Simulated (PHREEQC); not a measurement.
A solution holds 0.0021 mol/kgw PbCl2 and 0.017 mol/kgw NaNO3, at 25 °C. Closed to the air; pH follows from the charge balance.

Model: ion-association model, wateq4f.dat, run in PHREEQC.

Precipitation was switched off in this run.

Task: What pH does the model give?

Result: pH 5.35.

Task: In which forms is Cl present?

Result: Cl- 96 %, PbCl+ 3.6 % of the Cl.
